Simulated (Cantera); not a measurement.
Feed: 1 mol SiH2Cl2, 12 mol NH3, 70 mol N2, equilibrated at 1652 °C and 1.43 Torr.

Cantera equilibrium calculation (NASA polynomials, part measured and part estimated; ideal gas, pure solids and liquids). Candidate condensed phases: NH4Cl, Si, Si3N4; 28 gas species. The tables' values for SiCl, SiN are old estimates; treat these amounts as uncertain. Rates play no part.

Base state: N2 0.782, H2 0.183, HCl 0.0148, H 0.00939, Si 0.00696, SiCl2 0.00238, Cl 0.000570, SiCl 0.000453 (mole fractions); condensed: gas only.

What changes in the equilibrium state with this change: temperature from 1652 °C to 1450 °C?


| species | before | after |
|---|---|---|
| N2 | 0.782 | 0.790 |
| H2 | 0.183 | 0.190 |
| HCl | 0.0148 | 0.0137 |
| H | 0.00939 | 0.00182 |
| SiCl2 | 0.00238 | 0.00343 |
| Si2 | 4.54e-5 | 2.45e-6 |
| Si | 0.00696 | 0.000518 |
| Si(l), mol | 0 | 0.603 |

What changes in the equilibrium state with this change: temperature from 1652 °C to 1325 °C?


```csv
species,before,after
N2,0.782,0.790
H2,0.183,0.190
HCl,0.0148,0.0173
H,0.00939,0.000532
Si,0.00696,1.64e-5
SiCl2,0.00238,0.00180
Si2,4.54e-5,1.35e-8
Si2N,9.02e-5,3.08e-7
SiH,0.000106,6.84e-7
"Si3N4(s), mol",0,0.275
```

What changes in the equilibrium state with this change: temperature from 1652 °C to 1377 °C?


```json
[
 {"species": "N2", "before": "0.782", "after": "0.790"},
 {"species": "H2", "before": "0.183", "after": "0.191"},
 {"species": "HCl", "before": "0.0148", "after": "0.0155"},
 {"species": "H", "before": "0.00939", "after": "0.000910"},
 {"species": "SiCl2", "before": "0.00238", "after": "0.00267"},
 {"species": "Si2", "before": "4.54e-5", "after": "1.68e-7"},
 {"species": "Si", "before": "0.00696", "after": "8.39e-5"},
 {"species": "Si2N", "before": "9.02e-5", "after": "2.45e-6"},
 {"species": "SiH", "before": "0.000106", "after": "2.92e-6"},
 {"species": "SiN", "before": "8.41e-5", "after": "2.34e-6"},
 {"species": "Si3N4(s), mol", "before": "0", "after": "0.244"}
]
```
The tables' values for SiCl are old estimates; treat these amounts as uncertain.
